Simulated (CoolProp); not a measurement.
Model: reference Helmholtz-energy equation of state, Lemmon 2006, in CoolProp. It is a short technical equation, of lower accuracy than the large ones.

**Question.** For isopentane, give the phase and the cv (kJ/(kg K)), speed of sound (m/s), Joule-Thomson coefficient (K/MPa) at 400.6 K and 0.0167 MPa.

**Answer.** 
- 400.6 K and 0.0167 MPa: gas; cv 2.01, speed of sound 220, Joule-Thomson coefficient 11.4
